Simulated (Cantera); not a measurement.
Adiabatic ignition

An adiabatic, constant-pressure homogeneous reactor starts with 37.8 % CO, 2.31 % H2, 12.6 % O2, 47.3 % N2, equivalence ratio 1.6, at 975 K and 280000 Pa.

Detailed kinetics in Cantera: GRI-Mech 3.0 (53 species, 325 reactions). The hydrogen kinetics of GRI-Mech 3.0 are dated; newer H2 mechanisms differ, most at raised pressure.

| t (s) | T (K) | x CO | x H2 | x O2 | x NO2 | x OH |
|---|---|---|---|---|---|---|
| 1.00e-5 | 975 | 0.378 | 0.0231 | 0.126 | <1e-12 | 2.46e-11 |
| 2.46e-5 | 975 | 0.378 | 0.0231 | 0.126 | <1e-12 | 4.24e-11 |
| 6.05e-5 | 975 | 0.378 | 0.0231 | 0.126 | <1e-12 | 7.36e-11 |
| 0.000149 | 975 | 0.378 | 0.0231 | 0.126 | <1e-12 | 1.71e-10 |
| 0.000366 | 975 | 0.378 | 0.0231 | 0.126 | <1e-12 | 6.58e-10 |
| 0.000902 | 975 | 0.378 | 0.0231 | 0.126 | <1e-12 | 8.09e-9 |
| 0.00222 | 982 | 0.378 | 0.0229 | 0.125 | <1e-12 | 2.34e-7 |
| 0.00546 | 2714 | 0.186 | 0.00238 | 0.00661 | 5.64e-7 | 0.00398 |
| 0.0134 | 2707 | 0.187 | 0.00241 | 0.00613 | 9.41e-7 | 0.00384 |
| 0.0330 | 2707 | 0.187 | 0.00241 | 0.00613 | 9.41e-7 | 0.00384 |
| 0.0813 | 2707 | 0.187 | 0.00241 | 0.00613 | 9.41e-7 | 0.00384 |
| 0.200 | 2707 | 0.187 | 0.00241 | 0.00613 | 9.41e-7 | 0.00384 |
x: mole fraction; the columns are a selection and need not sum to one.

```
Item                                                                 Value
---------------------------------  ---------------------------------------
time of steepest temperature rise                                  4.27 ms
temperature at 0.200 s                                              2707 K
equilibrium temperature                                             2707 K
x(CO) at 0.200 s                       0.187 (gas-phase equilibrium 0.187)
x(H2) at 0.200 s                   0.00241 (gas-phase equilibrium 0.00241)
x(O2) at 0.200 s                   0.00613 (gas-phase equilibrium 0.00613)
```
